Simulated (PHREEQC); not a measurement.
Make-up at 25 °C: 0.01 mol/kgw ZnCl2, 0.0027 mol/kgw NaCl and 0.1 mol/kgw FeSO4. Closed to the air; pH follows from the charge balance.

Model: ion-association model, phreeqc.dat, run in PHREEQC.

```csv
quantity,before,after
pH,5.77,5.95
ionic strength (mol/kgw),0.242,0.0316
Fe+2 (mol/kgw),0.0577,0.00739
SO4-2 (mol/kgw),0.0511,0.00706
FeSO4 (mol/kgw),0.0418,0.00260
Na+ (mol/kgw),0.00252,0.000265
SI of Melanterite (FeSO4:7H2O),-1.41,-2.62
SI of Halite (NaCl),-6.11,-7.94
```

Which change was made?
(A) diluted 10-fold with water
(B) diluted 2-fold with water
(C) ZnCl2 replaced by SrCl2 at the same molality
(D) 0.003 mol/kgw Al2(SO4)3 added
(E) diluted 100-fold with water

A, diluted 10-fold with water

Precipitation was switched off in this run.
